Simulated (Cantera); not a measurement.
Standard-state values (1 bar) from the NASA 1993 polynomials, evaluated with Cantera. Values are per mole of reaction as written; species without (g) are pure solids or liquids, kept so even where they would boil at 1 bar. TaC: taken at fixed stoichiometry.

Problem. Between 300 and 898 K, where is each reaction favourable under standard conditions?
- 2 CH3(g) + 2 Ta ⇌ 2 TaC + 3 H2(g)

Solution. 
- 2 CH3(g) + 2 Ta ⇌ 2 TaC + 3 H2(g): ΔG° is -584 kJ at 300 K and -600 kJ at 898 K; it stays negative (K > 1). ΔH° is -564 kJ and ΔS° 40 J/K at 898 K.
